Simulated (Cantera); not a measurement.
N2O furnace oxynitridation

An isothermal, constant-pressure homogeneous reactor starts with 1.96 % N2O, 98.0 % N2, at 1425 K and 0.0217 atm.

Model: GRI-Mech 3.0 (53 species, 325 reactions), integrated in Cantera. GRI-Mech 3.0 was tuned for natural gas; its chemistry of N2O as a main component is partial and can be far from experiment. Radical loss at walls, strong at low pressure, is not modelled.

```tsv
t (s)	x N2O	x O2	x NO	x O	x NO2
0.00100	0.0196	2.55e-7	1.35e-7	4.44e-6	<1e-12
0.00203	0.0196	1.01e-6	5.34e-7	8.42e-6	<1e-12
0.00414	0.0196	3.79e-6	2.01e-6	1.49e-5	4.41e-12
0.00841	0.0196	1.31e-5	6.98e-6	2.34e-5	5.19e-11
0.0171	0.0195	4.00e-5	2.12e-5	3.06e-5	4.53e-10
0.0348	0.0193	0.000104	5.50e-5	3.34e-5	2.66e-9
0.0707	0.0190	0.000236	0.000125	3.36e-5	1.07e-8
0.144	0.0183	0.000497	0.000264	3.36e-5	3.17e-8
0.292	0.0170	0.00100	0.000531	3.36e-5	7.58e-8
0.595	0.0147	0.00192	0.00102	3.35e-5	1.57e-7
1.21	0.0109	0.00341	0.00180	3.34e-5	2.90e-7
2.46	0.00593	0.00534	0.00283	3.31e-5	4.64e-7
5.00	0.00176	0.00698	0.00368	3.14e-5	6.11e-7
```
x: mole fraction; the columns are a selection and need not sum to one.

Equilibrium at this temperature and pressure: N2O 2.10e-9, O2 0.00961, NO 0.000200, O 9.23e-7, NO2 4.32e-8 (gas phase only).
